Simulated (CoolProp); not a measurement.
Saturated liquid density (kg/m³) of tetrahydrofuran: the reference equation beside estimates from Tc = 267.0 °C, pc = 5.304 MPa, ω = 0.234. Rackett uses Z = 0.29056 − 0.08775 ω.

The numbers come from the reference Helmholtz-energy equation of state, Fiedler 2023 in CoolProp.

| T (°C) | reference | Rackett | van der Waals | Redlich-Kwong | Soave-Redlich-Kwong | Peng-Robinson |
|---|---|---|---|---|---|---|
| 71.75 | 828.9 | 839.4 | 510.7 | 748.1 | 771.2 | 871.6 |
| 75.95 | 824.0 | ? | 507.8 | 742.9 | 766.4 | 866.4 |
| 80.15 | 819.0 | 829.2 | 504.7 | 737.6 | 761.5 | 861.0 |
| 84.35 | ? | 824.1 | 501.7 | 732.3 | 756.5 | 855.6 |
| 88.55 | 808.9 | 818.8 | 498.6 | 726.8 | 751.4 | 850.1 |
| 92.75 | 803.8 | 813.5 | ? | 721.3 | 746.2 | 844.4 |
| 96.95 | 798.7 | 808.2 | 492.3 | 715.7 | 740.9 | 838.6 |
| 101.15 | 793.5 | 802.8 | 489.1 | ? | 735.5 | 832.7 |
| 105.25 | 788.4 | 797.5 | 485.9 | 704.3 | 730.2 | 826.8 |

Complete the blanks.


- 75.95, Rackett: 834.3
- 84.35, reference: 814.0
- 92.75, van der Waals: 495.5
- 101.15, Redlich-Kwong: 710.0

Absolute difference from the reference over all 9 rows, mean and median: Rackett 1.2 and 1.2 %, van der Waals 38.4 and 38.4 %, Redlich-Kwong 10.2 and 10.1 %, Soave-Redlich-Kwong 7.1 and 7.1 %, Peng-Robinson 5.1 and 5.1 %.
